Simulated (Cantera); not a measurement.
What does this Cantera script print?

```python
import numpy as np
import cantera as ct

gas = ct.Solution("h2o2.yaml")
gas.TPX = 525, 56000, {'H2': 1, 'O2': 0.45, 'N2': 1.34}
flame = ct.FreeFlame(gas, width=0.06)
flame.set_refine_criteria(ratio=3, slope=0.08, curve=0.16)
flame.transport_model = "mixture-averaged"
flame.solve(loglevel=0, auto=True)
z, T = flame.grid, flame.T
thick = (T[-1] - T[0]) / np.gradient(T, z).max()
show = ['H2', 'O2', 'H2O2', 'OH', 'O', 'HO2']
print(f"laminar burning velocity  {flame.velocity[0] * 100:.3f} cm/s")
print(f"burnt temperature         {T[-1]:.1f} K")
print(f"thermal thickness         {thick * 1e3:.4f} mm")
print(f"grid points               {len(z)}")
z0 = z[flame.heat_release_rate.argmax()]
print(f"{'z/mm':>9s}{'T/K':>9s}{'u/(m/s)':>9s}" + "".join(f"{s:>11s}" for s in show))
rows = []
for k in (-3, -2, -1.5, -1, -0.5, -0.25, 0, 0.25, 0.5, 1, 2, 4, 8):
    zz = z0 + k * thick
    rows.append([k * thick, np.interp(zz, z, T), np.interp(zz, z, flame.velocity),
                 *(np.interp(zz, z, flame.X[gas.species_index(s)]) for s in show)])
    print(f"{rows[-1][0] * 1e3:9.3f}{rows[-1][1]:9.1f}{rows[-1][2]:9.3f}" + "".join(f"{x:11.3e}" for x in rows[-1][3:]))
```

Output:

```
laminar burning velocity  720.763 cm/s
burnt temperature         2606.7 K
thermal thickness         0.8862 mm
grid points               134
     z/mm      T/K  u/(m/s)         H2         O2       H2O2         OH          O        HO2
   -2.659    525.0    7.208  3.584e-01  1.613e-01 -2.356e-18  1.296e-18  6.184e-17  1.872e-14
   -1.772    525.0    7.208  3.584e-01  1.613e-01  2.428e-15  5.095e-16  2.425e-14  5.281e-12
   -1.329    525.0    7.208  3.584e-01  1.613e-01  1.656e-13  3.132e-14  1.465e-12  3.264e-10
   -0.886    525.0    7.208  3.584e-01  1.613e-01  6.186e-11  1.271e-11  3.396e-10  7.929e-08
   -0.443    531.1    7.277  3.569e-01  1.614e-01  1.400e-06  1.877e-05  2.894e-06  1.303e-04
   -0.222    719.7    9.668  3.284e-01  1.578e-01  1.543e-05  8.263e-04  2.398e-04  1.664e-04
    0.000   1206.5   15.591  1.956e-01  1.114e-01  3.346e-06  4.273e-03  7.207e-03  6.216e-05
    0.222   1542.5   19.656  8.558e-02  4.197e-02  2.267e-06  1.223e-02  1.526e-02  2.156e-05
    0.443   1690.3   21.363  7.142e-02  2.841e-02  1.377e-06  1.612e-02  1.579e-02  1.291e-05
    0.886   1852.4   23.154  7.219e-02  2.398e-02  7.275e-07  1.950e-02  1.434e-02  9.130e-06
    1.772   2027.5   25.015  7.263e-02  2.021e-02  3.897e-07  2.211e-02  1.190e-02  6.383e-06
    3.545   2204.1   26.819  7.070e-02  1.624e-02  2.372e-07  2.329e-02  9.012e-03  4.362e-06
    7.090   2369.3   28.444  6.666e-02  1.233e-02  1.765e-07  2.266e-02  6.216e-03  3.126e-06
```

Detailed kinetics in Cantera: the H2/O2 subset of GRI-Mech 3.0, which has no nitrogen chemistry. Burning velocities carry a grid error of a few per cent, more on coarse grids.
